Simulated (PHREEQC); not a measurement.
A PHREEQC input (ion-association model, phreeqc.dat):

```
SOLUTION 1
  temp 40
  units mg/L
  pH 8.79
  pe 0.3
  Na 1420
  K 0.284
  Ca 779
  Mg 72.1
  Cl 3120
  S(6) 1180 as SO4
  Alkalinity 12.4 as HCO3 charge
  Br 5.6
END
USE solution 1
EQUILIBRIUM_PHASES 1
  Quartz 0 0.5
  CO2(g) -3.4 10
END
```

It stops with these messages:

```
ERROR: Alkalinity cannot be used with charge balance or solution phase boundary constraints.
ERROR: Program terminating due to input errors.
```

The fault: charge balance asked on alkalinity. The line should read `as HCO3` where the input has `as HCO3 charge`. With the mend the run ends at pH 7.45 and ionic strength 0.129 mol/kgw.
